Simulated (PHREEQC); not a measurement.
1 kg of water holding 0.0034 mol/kgw SrCl2, 0.46 mol/kgw CaCl2, 0.01 mol/kgw MgCl2 and 0.056 mol/kgw KCl is evaporated at 30 °C; the solids stay in contact with the brine. CO2 from the air is kept out. Solids allowed: Bischofite, Brucite, Carnallite, Portlandite, Sylvite, MgCl2_4H2O. Others were left out.

Model: Pitzer model, pitzer.dat, run in PHREEQC.

```
water left (kg)  ionic strength  water activity  Cl in solution (mol/kgw)  Ca in solution (mol/kgw)  Sr in solution (mol/kgw)
---------------  --------------  --------------  ------------------------  ------------------------  ------------------------
1                          1.48           0.975                      1.00                     0.460                   0.00340
0.8219                     1.80           0.969                      1.22                     0.560                   0.00414
0.5552                     2.66           0.951                      1.81                     0.829                   0.00612
0.4563                     3.24           0.938                      2.20                      1.01                   0.00745
0.375                      3.94           0.920                      2.67                      1.23                   0.00907
0.2533                     5.83           0.865                      3.96                      1.82                    0.0134
0.2082                     7.09           0.823                      4.82                      2.21                    0.0163
0.1711                     8.63           0.767                      5.86                      2.69                    0.0199
0.1156                     12.8           0.601                      8.67                      3.98                    0.0294
0.09502                    15.5           0.490                      10.6                      4.84                    0.0358
```

Species that the database lacks are ignored.
